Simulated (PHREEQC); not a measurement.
1.1 g of hydrous ferric oxide (600 m²/g; 0.2 weak and 0.005 strong sites per Fe, Dzombak-Morel constants, diffuse double layer) in 1 kg of water with 0.3 mol/kgw of an inert sodium salt and 0.7 mmol/kgw PbCl2, at 25 °C; the pH is set by adding NaOH or the inert anion's acid. O2 is buffered at 0.21 atm. The system is closed to CO2. Nothing may precipitate in this run.

Base run: PHREEQC, ion-association model, wateq4f.dat. Each further column changes one thing. The table gives surface charge σ (C/m²).

```
pH      base  background salt from 0.3 to 0.03 mol/kgw  oxide from 1.1 to 5.5 g/kgw  0.006 mol/kgw BaCl2 added
----  ------  ----------------------------------------  ---------------------------  -------------------------
3      0.368                                     0.352                        0.368                      0.368
4.33   0.332                                     0.239                        0.333                      0.334
5      0.277                                     0.171                        0.273                      0.279
5.67   0.216                                     0.126                        0.196                      0.218
7      0.104                                     0.053                        0.072                      0.106
8.33   0.023                                     0.009                       -0.006                      0.024
9     -0.012                                    -0.005                       -0.044                     -0.005
9.67  -0.049                                    -0.021                       -0.092                     -0.020
11    -0.130                                    -0.078                       -0.224                     -0.027
```

The oxide is taken as insoluble; below pH 4 it would dissolve.
